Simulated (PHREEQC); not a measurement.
Solution (25 °C): 0.0035 mol/kgw HF, 0.11 mol/kgw H2SiF6 and 0.0063 mol/kgw H3BO3. Closed to the air; pH follows from the charge balance.

All values are PHREEQC results (ion-association model, phreeqc.dat), not measurements.

Precipitation was switched off in this run.

Problem. Order these B species by the share of B that they hold, largest first: BF2(OH)2-, BF3OH-, H3BO3, BF4-.

Solution. BF4- (77 %), H3BO3 (20 %), BF3OH- (2.7 %), BF2(OH)2- (0.36 %)

The pH is 0.77 and the ionic strength 0.322 mol/kgw. The solution is supersaturated, for example in SiO2(a), Quartz (slow to form), so a real one may precipitate; this is no full list. SiF6-2 is the database's only silicon fluoride. Real BF4- forms and hydrolyses slowly; the run takes it at equilibrium.
